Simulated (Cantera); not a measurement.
A closed system holds: 1 mol acetone, 0.3 mol O2, 5.6 mol N2, at 0.360 bar.

These are equilibrium values from Cantera (NASA tables, ideal gas, pure condensed phases), not measurements of a reactor. Candidate condensed phases: C, C6H6, C7H8, C8H18, H2O; 136 gas species. The feed counts by its element totals alone. The numbers say what is thermodynamically allowed, not how fast it happens.

Question: At 2350 K, list the 7 most abundant gas species with their mole fractions, and the condensed phases.

Answer: N2 0.536, H2 0.275, CO 0.156, HCN 0.0183, H 0.0109, HNC 0.00178, C2H2 (acetylene) 0.00152. Condensed: C(graphite).
